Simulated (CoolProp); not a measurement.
500 sccm (0 °C, 1 atm) of nitrogen bubbles through liquid cyclopentane at 286.8 K and leaves saturated at a total pressure of 0.15 MPa (ideal gas phase). Each further row changes one setting.

Values from CoolProp's reference Helmholtz-energy equation of state, Gedanitz 2015.

| case | vapour pressure (kPa) | mole fraction of vapour | delivery (mg/min) | delivery (sccm) | change of delivery for a bath 1 K warmer (%) |
|---|---|---|---|---|---|
| as stated | 26.5 | ? | ? | 107 | ? |
| bath temperature 291.8 K | ? | ? | 437 | 140 | ? |
| total pressure 0.3 MPa | 26.5 | 0.0884 | ? | 48.5 | ? |

### Question
Fill in the missing entries.

### Answer

- as stated, mole fraction of vapour: 0.177
- as stated, delivery (mg/min): 336
- as stated, change of delivery for a bath 1 K warmer (%): 5.4
- bath temperature 291.8 K, vapour pressure (kPa): 32.8
- bath temperature 291.8 K, mole fraction of vapour: 0.218
- bath temperature 291.8 K, change of delivery for a bath 1 K warmer (%): 5.5
- total pressure 0.3 MPa, delivery (mg/min): 152
- total pressure 0.3 MPa, change of delivery for a bath 1 K warmer (%): 4.8
